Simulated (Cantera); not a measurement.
Cantera run, input and output.

```python
import numpy as np
import cantera as ct

gas = ct.Solution("gri30.yaml")
gas.TPX = 975, 56000, {'CO': 1, 'H2': 0.19, 'O2': 0.238, 'N2': 0.895}
reactor = ct.IdealGasReactor(gas, energy="on", clone=False)
net = ct.ReactorNet([reactor])
net.rtol, net.atol = 1e-08, 1e-16
show = ['CO', 'H2', 'O2', 'HO2', 'H2O2', 'CO2']
times = np.geomspace(2e-06, 2, 14)

steps = ct.SolutionArray(gas, extra=["t"])
rows = []
print(f"{'t/s':>10s}{'T/K':>9s}{'P/Pa':>11s}" + "".join(f"{s:>11s}" for s in show))
for t in times:
    while net.time < t:
        t_next = net.step()
        steps.append(gas.state, t=t_next)
    rows.append([np.interp(t, steps.t, y) for y in (steps.T, steps.P, *steps(*show).X.T)])
    print(f"{t:10.3e}{rows[-1][0]:9.1f}{rows[-1][1]:11.4g}" + "".join(f"{x:11.3e}" for x in rows[-1][2:]))
rate = np.gradient(steps.T, steps.t)
print("integrator steps:", len(steps.t))
if steps.T.max() > steps.T[0] + 200:
    print(f"time of steepest temperature rise: {steps.t[rate.argmax()]:.4e} s")
gas.TPX = 975, 56000, {'CO': 1, 'H2': 0.19, 'O2': 0.238, 'N2': 0.895}
gas.equilibrate("UV")
print(f"equilibrium (UV): T = {gas.T:.1f} K  " + "  ".join(f"{s} {gas[s].X[0]:.3e}" for s in show))
```

It prints:

```
       t/s      T/K       P/Pa         CO         H2         O2        HO2       H2O2        CO2
 2.000e-06    975.0    5.6e+04  4.305e-01  8.179e-02  1.025e-01  3.549e-12  8.981e-17  3.026e-11
 5.789e-06    975.0    5.6e+04  4.305e-01  8.179e-02  1.025e-01  1.245e-11  8.375e-16  9.491e-11
 1.675e-05    975.0    5.6e+04  4.305e-01  8.179e-02  1.025e-01  7.367e-11  1.147e-14  3.356e-10
 4.849e-05    975.0    5.6e+04  4.305e-01  8.179e-02  1.025e-01  7.620e-10  2.914e-13  1.564e-09
 1.403e-04    975.0    5.6e+04  4.305e-01  8.179e-02  1.025e-01  1.360e-08  1.242e-11  1.699e-08
 4.062e-04    975.0    5.6e+04  4.305e-01  8.179e-02  1.024e-01  2.793e-06  5.378e-09  3.385e-06
 1.176e-03   2669.0  1.396e+05  3.248e-01  2.015e-02  2.914e-03  7.932e-07  3.945e-08  1.480e-01
 3.403e-03   2719.1  1.417e+05  3.244e-01  2.022e-02  1.741e-03  5.753e-07  3.418e-08  1.501e-01
 9.848e-03   2716.1  1.415e+05  3.247e-01  2.029e-02  1.692e-03  5.594e-07  3.349e-08  1.498e-01
 2.850e-02   2716.0  1.415e+05  3.247e-01  2.029e-02  1.691e-03  5.591e-07  3.348e-08  1.498e-01
 8.249e-02   2716.0  1.415e+05  3.247e-01  2.029e-02  1.691e-03  5.591e-07  3.348e-08  1.498e-01
 2.388e-01   2716.0  1.415e+05  3.247e-01  2.029e-02  1.691e-03  5.591e-07  3.348e-08  1.498e-01
 6.910e-01   2716.0  1.415e+05  3.247e-01  2.029e-02  1.691e-03  5.591e-07  3.348e-08  1.498e-01
 2.000e+00   2716.0  1.415e+05  3.247e-01  2.029e-02  1.691e-03  5.591e-07  3.348e-08  1.498e-01
integrator steps: 1403
time of steepest temperature rise: 7.5688e-04 s
equilibrium (UV): T = 2716.0 K  CO 3.247e-01  H2 2.029e-02  O2 1.691e-03  HO2 5.591e-07  H2O2 3.348e-08  CO2 1.498e-01
```

Computed with Cantera and GRI-Mech 3.0 (53 species, 325 reactions).
